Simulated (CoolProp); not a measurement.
The numbers come from the reference Helmholtz-energy equation of state, Fiedler 2023 in CoolProp.

### Question
For tetrahydrofuran, give the phase and the speed of sound (m/s), Joule-Thomson coefficient (K/MPa) at 220.5 K and 1380 kPa; 286.7 K and 4710 kPa; 210.3 K and 16.3 kPa.

### Answer
- 220.5 K and 1380 kPa: liquid; speed of sound 1660, Joule-Thomson coefficient -0.522
- 286.7 K and 4710 kPa: liquid; speed of sound 1360, Joule-Thomson coefficient -0.438
- 210.3 K and 16.3 kPa: liquid; speed of sound 1700, Joule-Thomson coefficient -0.530
